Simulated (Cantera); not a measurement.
A freely propagating, adiabatic, planar premixed flame of 7.56 % CH4, 3.18 % C2H6, 18.8 % O2, 70.5 % N2, equivalence ratio 1.4, unburnt at 600 K and 100000 Pa; mixture-averaged transport, grid criteria slope 0.08 and curve 0.16, no radiation.

Cantera simulation using GRI-Mech 3.0 (53 species, 325 reactions); the numbers are that mechanism's predictions, not measurements. Burning velocities carry a grid error of a few per cent, more on coarse grids.

**Question.** Predict: laminar burning velocity; thermal thickness; peak x(H2); peak x(CO).

**Answer.** 
```
Property                     Result
------------------------  ---------
laminar burning velocity  89.5 cm/s
thermal thickness          0.407 mm
peak x(H2)                   0.0573
peak x(CO)                   0.0889
```
